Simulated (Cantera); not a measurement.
Feed: 1 mol CHF3, 0.21 mol H2, equilibrated at 13.3 mbar.

Equilibrium computed with Cantera from the NASA thermochemical tables; the gas is ideal and each condensed phase is pure. Candidate condensed phases: C, C6H6, C7H8, C8H18; 110 gas species. Ions and electrons are included (thermal ionisation). Equilibrium is a limit: real reactors are often held back by kinetics, nucleation or transport.

**Question.** At 3500 K, list the 4 most abundant gas species with their mole fractions, and the condensed phases.

**Answer.** F 0.499, HF 0.204, H 0.144, C 0.0580. Condensed: gas only.
